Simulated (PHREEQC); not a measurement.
Make-up at 25 °C: 0.012 mol/kgw K2CO3 and 0.0013 mol/kgw CO2. Closed to the air; pH follows from the charge balance.

The numbers come from PHREEQC with the ion-association model, phreeqc.dat.

**Question.** The ionic strength comes out as 0.0342 mol/kgw. What activity coefficients do CO3-2, K+, HCO3-, OH- get?

**Answer.** CO3-2 0.52, K+ 0.84, HCO3- 0.85, OH- 0.84.

Precipitation was switched off in this run.
